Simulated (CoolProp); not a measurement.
Values from CoolProp's reference Helmholtz-energy equation of state, Penoncello 2003.

### Question
Give the vapour pressure (MPa), liquid density (kg/m³), enthalpy of vaporisation (kJ/kg), liquid cp (kJ/(kg K)) of saturated CHF3 (R23) at -19.65 °C.

### Answer
```
T (°C)  p (MPa)  liquid density (kg/m³)  enthalpy of vaporisation (kJ/kg)  liquid cp (kJ/(kg K))
------  -------  ----------------------  --------------------------------  ---------------------
-19.65     1.41                    1160                               172                   1.52
```
